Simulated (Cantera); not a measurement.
Input: 1 mol CH3Cl, 1.4 mol H2, equilibrated at 1125 K and 43000 Pa.

Method: chemical equilibrium by Gibbs-energy minimisation in Cantera with the NASA 1993 tables (ideal gas, pure condensed phases). Candidate condensed phases: C, C6H6, C7H8, C8H18; 91 gas species. Kinetics and transport are ignored.

Base state: H2 0.698, HCl 0.296, CH4 0.00605 (mole fractions); condensed: C(graphite).

Question: What changes in the equilibrium state with this change: CH3Cl replaced by CF4?

Answer: 
```csv
species,before,after
HF,0,0.903
CF4,0,0.0968
H2,0.698,1.07e-8
HCl,0.296,0
CH4,0.00605,<1e-9
"C(graphite), mol",0.980,0.700
```
Gases not in the tables: C2F6 and larger saturated fluorocarbons.
